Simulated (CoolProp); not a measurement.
The numbers come from the reference Helmholtz-energy equation of state, Thol 2015 in CoolProp.

### Question
Give the vapour pressure (MPa), enthalpy of vaporisation (kJ/kg), liquid cp (kJ/(kg K)) of saturated octamethylcyclotetrasiloxane (D4) at 374.9, 383 K.

### Answer
```
T (K)  p (MPa)  enthalpy of vaporisation (kJ/kg)  liquid cp (kJ/(kg K))
-----  -------  --------------------------------  ---------------------
374.9  0.00939                               158                   1.82
383     0.0129                               155                   1.84
```
